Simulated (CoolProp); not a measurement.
A single-stage vapour-compression cycle with the fluid: evaporating at 281.15 K (dew point), condensing at 337.15 K (bubble point), superheat 0 K, subcooling 8 K, compressor efficiency 0.9, no pressure losses. The same conditions are run with several fluids, on thermodynamics alone (safety and materials aside).

Computed with CoolProp (reference Helmholtz-energy equation of state of each fluid (R11: Jacobsen 1992; vinyl chloride: Thol 2022; propylene: Lemmon 2013; cyclopropane: Polt 1992; cyclopentane: Gedanitz 2015; R123: Younglove 1994)). The equations of Platzer and Polt are older, rougher fits.

Q: Rank R11, vinyl chloride, propylene, cyclopropane, cyclopentane, R123 by cooling COP, highest first.

A: cyclopentane (4.00), R11 (3.95), vinyl chloride (3.86), R123 (3.82), cyclopropane (3.71), propylene (3.29)

```json
[
 {"fluid": "R11", "pressure ratio": "6.23", "discharge temperature (K)": "349.5", "refrigerating effect (kJ/kg)": "144", "volumetric capacity (kJ/m³)": "487"},
 {"fluid": "vinyl chloride", "pressure ratio": "4.76", "discharge temperature (K)": "368.2", "refrigerating effect (kJ/kg)": "262", "volumetric capacity (kJ/m³)": "1700"},
 {"fluid": "propylene", "pressure ratio": "3.72", "discharge temperature (K)": "351.6", "refrigerating effect (kJ/kg)": "233", "volumetric capacity (kJ/m³)": "3610"},
 {"fluid": "cyclopropane", "pressure ratio": "4.12", "discharge temperature (K)": "358.2", "refrigerating effect (kJ/kg)": "315", "volumetric capacity (kJ/m³)": "2780"},
 {"fluid": "cyclopentane", "pressure ratio": "7.77", "discharge temperature (K)": "349.3", "refrigerating effect (kJ/kg)": "329", "volumetric capacity (kJ/m³)": "207"},
 {"fluid": "R123", "pressure ratio": "6.89", "discharge temperature (K)": "337.5", "refrigerating effect (kJ/kg)": "129", "volumetric capacity (kJ/m³)": "402"}
]
```
